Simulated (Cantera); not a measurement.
A perfectly stirred reactor is fed with C₂H₆ : O₂ : N₂ : H₂O = 1 : 4.93 : 18.5 : 3.2 (molar parts), equivalence ratio 0.71, at 3.10 bar; it is adiabatic with a 775 K inlet, and is followed from long to short residence time, starting on the burning branch (τ in s: 0.14, 0.066, 0.031, 0.014, 0.0068, 0.0032, 0.0015, 0.00069, 0.00032, 0.00015, 7.1e-05, 3.3e-05).

Computed with Cantera and GRI-Mech 3.0 (53 species, 325 reactions).

**Question.** Predict: blow-out, bracketed by the residence times tried; x(C₂H₆) at τ = 0.140 s; x(O₂) at τ = 0.140 s; x(H₂O) at τ = 0.140 s; x(CH₃) at τ = 0.140 s; x(H₂O₂) at τ = 0.140 s; x(C₂H₆) at τ = 1.50 ms; x(O₂) at τ = 1.50 ms; x(H₂O) at τ = 1.50 ms; x(CH₃) at τ = 1.50 ms; x(H₂O₂) at τ = 1.50 ms.

**Answer.** 
```json
{
 "blow_out_bracketed_by_the_residence_times_tried": "burning at 33.0 µs, the shortest tried",
 "x(C₂H₆) at τ = 0.140 s": "1.08e-7",
 "x(O₂) at τ = 0.140 s": "0.0502",
 "x(H₂O) at τ = 0.140 s": "0.219",
 "x(CH₃) at τ = 0.140 s": "2.48e-7",
 "x(H₂O₂) at τ = 0.140 s": "2.06e-7",
 "x(C₂H₆) at τ = 1.50 ms": "6.28e-6",
 "x(O₂) at τ = 1.50 ms": "0.0516",
 "x(H₂O) at τ = 1.50 ms": "0.216",
 "x(CH₃) at τ = 1.50 ms": "7.23e-6",
 "x(H₂O₂) at τ = 1.50 ms": "4.23e-7"
}
```
